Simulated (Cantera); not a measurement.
Cantera run:

```python
import numpy as np
import cantera as ct

gas_names = """
    O H
""".split()
cond_names = """
    BaO2H2(s) BaO2H2(L) BaO(s) BaO(L)
""".split()


def load(file, names, dense=False):
    # The tables refer to 1 bar. Condensed volumes are neglected.
    table = {s.name: s for s in ct.Species.list_from_file(file)}
    out = []
    for n in names:
        d = dict(table[n].input_data)
        d["thermo"] = dict(d["thermo"], **{"reference-pressure": 1e5})
        if dense:
            d["equation-of-state"] = {"model": "constant-volume", "density": "1e6 g/cm^3"}
        out.append(ct.Species.from_dict(d))
    return out


species = {s.name: s for s in load("nasa_gas.yaml", gas_names) + load("nasa_condensed.yaml", cond_names)}
# Each term lists the table entries of one substance; the one whose range holds T is used.
reactions = {
    'Ba(OH)2 = BaO + O(g) + 2 H(g)':
        [(-1, ['BaO2H2(s)', 'BaO2H2(L)']), (1, ['BaO(s)', 'BaO(L)']), (1, ['O']), (2, ['H'])],
}


def pick(names, T):
    return next(species[n] for n in names if species[n].thermo.min_temp <= T <= species[n].thermo.max_temp)


results = []
for label, terms in reactions.items():
    print(label)
    print("     T/K   dH/kJ  dS/(J/K)   dG/kJ   log10 K")
    for T in [300, 1623, 1673, 1723, 1773, 1823, 1873, 1923, 1973, 2023]:
        used = [(nu, pick(names, T)) for nu, names in terms]
        dH = sum(nu * s.thermo.h(T) for nu, s in used) / 1e6
        dS = sum(nu * s.thermo.s(T) for nu, s in used) / 1e3
        dG = dH - T * dS / 1e3
        logK = -dG * 1e6 / (ct.gas_constant * T * np.log(10))
        results.append((label, T, dH, dS, dG, logK, [s.name for _, s in used]))
        print(f"{T:8g} {dH:8.1f} {dS:8.1f} {dG:8.1f} {logK:8.2f}")
```

Output:

```
Ba(OH)2 = BaO + O(g) + 2 H(g)
     T/K   dH/kJ  dS/(J/K)   dG/kJ   log10 K
     300   1083.4    355.5    976.7  -170.06
    1623   1046.5    311.7    540.7   -17.40
    1673   1045.7    311.2    525.1   -16.40
    1723   1044.9    310.7    509.6   -15.45
    1773   1044.1    310.2    494.1   -14.56
    1823   1043.3    309.8    478.6   -13.71
    1873   1042.5    309.4    463.1   -12.91
    1923   1041.8    309.0    447.6   -12.16
    1973   1041.0    308.6    432.2   -11.44
    2023   1040.3    308.2    416.8   -10.76
```

Standard-state values (1 bar) from the NASA 1993 polynomials, evaluated with Cantera. Condensed species are held in their standard states even where they would react or evaporate.
